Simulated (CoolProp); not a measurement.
Properties of methanol along the isotherm 308.25 °C.

Values from CoolProp's reference Helmholtz-energy equation of state, de Reuck 1993.

| p (bar) | phase | speed of sound (m/s) | Joule-Thomson coefficient (K/MPa) | conductivity (mW/(m K)) |
|---|---|---|---|---|
| 2.6 | gas | 413.3 | 5.407 | (withheld) |
| 3.92 | gas | 412.2 | 5.445 | 50.4 |
| 5.91 | gas | 410.4 | 5.501 | 50.7 |
| 8.92 | gas | 407.8 | 5.582 | 51.3 |
| 13.5 | gas | 403.6 | 5.698 | 52.1 |
| 20.3 | gas | (withheld) | 5.848 | 53.3 |
| 30.6 | gas | 387.8 | 6.018 | 55.4 |
| 46.2 | gas | (withheld) | 6.120 | 58.8 |
| 69.7 | gas | 353.4 | 6.034 | 65.1 |
| 105 | supercritical | 325.0 | 5.744 | 78.6 |
| 159 | supercritical | 290.9 | 4.454 | 115 |
| 239 | supercritical | 385.2 | 1.580 | 155 |
| 361 | supercritical | 542.4 | (withheld) | 168 |
| 545 | supercritical | (withheld) | (withheld) | 177 |
| 822 | supercritical | 908.6 | 0.008602 | 187 |

Fill in the missing entries.


- 2.6, conductivity (mW/(m K)): 50.2
- 20.3, speed of sound (m/s): 397.4
- 46.2, speed of sound (m/s): 373.5
- 361, Joule-Thomson coefficient (K/MPa): 0.5844
- 545, speed of sound (m/s): 713.4
- 545, Joule-Thomson coefficient (K/MPa): 0.1961

Thermal conductivity comes from a separate model (Sykioti 2013).
